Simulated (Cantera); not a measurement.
Feed: 1 mol Si₃N₄, 0.41 mol C, 0.026 mol N₂, equilibrated at 1.20 Pa.

Equilibrium computed with Cantera from the NASA thermochemical tables; the gas is ideal and each condensed phase is pure. Candidate condensed phases: C, Si, SiC, Si₃N₄; 20 gas species. Rates play no part.

Question: What share of the Si ends up in condensed phases as a function of T (K), at 1975, 2000, 2025, 2050, 2075, 2100, 2125, 2150, 2175, 2200, 2225?

Answer: 
```json
[
 {"T (K)": "1975", "Si condensed (%)": "11.2", "as": "SiC(s)"},
 {"T (K)": "2000", "Si condensed (%)": "10.4", "as": "SiC(s)"},
 {"T (K)": "2025", "Si condensed (%)": "8.8", "as": "SiC(s)"},
 {"T (K)": "2050", "Si condensed (%)": "5.3", "as": "SiC(s)"},
 {"T (K)": "2075", "Si condensed (%)": "0.0", "as": "-"},
 {"T (K)": "2100", "Si condensed (%)": "0.0", "as": "-"},
 {"T (K)": "2125", "Si condensed (%)": "0.0", "as": "-"},
 {"T (K)": "2150", "Si condensed (%)": "0.0", "as": "-"},
 {"T (K)": "2175", "Si condensed (%)": "0.0", "as": "-"},
 {"T (K)": "2200", "Si condensed (%)": "0.0", "as": "-"},
 {"T (K)": "2225", "Si condensed (%)": "0.0", "as": "-"}
]
```
